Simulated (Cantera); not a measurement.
A closed system holds: 1 mol MgO, 0.11 mol HCl, 0.18 mol N₂, at 1100 °C and 0.210 bar.

Equilibrium computed with Cantera from the NASA thermochemical tables; the gas is ideal and each condensed phase is pure. Candidate condensed phases: H₂O, Mg, MgCl₂, MgO, Mg(OH)₂, NH₄Cl; 38 gas species. Rates play no part.

Base state: N₂ 0.621, HCl 0.348, MgCl₂ 0.0156, H₂O 0.0156, Cl 0.000197, H₂ 0.000114, Cl₂ 1.53e-5 (mole fractions); condensed: MgO(s).

**Question.** What changes in the equilibrium state with this change: 0.00067 mol NH₃ added?

**Answer.** 
```
species        before    after
-----------  --------  -------
N₂              0.621    0.619
HCl             0.348    0.347
MgCl₂          0.0156   0.0155
H₂           0.000114  0.00347
H₂O            0.0156   0.0155
Cl₂           1.53e-5  5.00e-7
Cl           0.000197  3.55e-5
MgO(s), mol     0.995    0.995
```

**Question.** What changes in the equilibrium state with this change: MgO replaced by Fe?

**Answer.** 
```
species        before     after
-----------  --------  --------
N₂              0.621     0.621
HCl             0.348     0.150
H₂           0.000114     0.115
FeCl₂               0     0.114
MgCl₂          0.0156         0
H₂O            0.0156         0
Fe₂Cl₄              0  0.000304
FeCl₃               0   2.12e-5
Cl₂           1.53e-5   2.82e-9
Cl           0.000197   2.67e-6
MgO(s), mol     0.995         0
Fe(γ), mol          0     0.967
```
Further candidate phases: Fe, FeCl₂, FeCl₃.
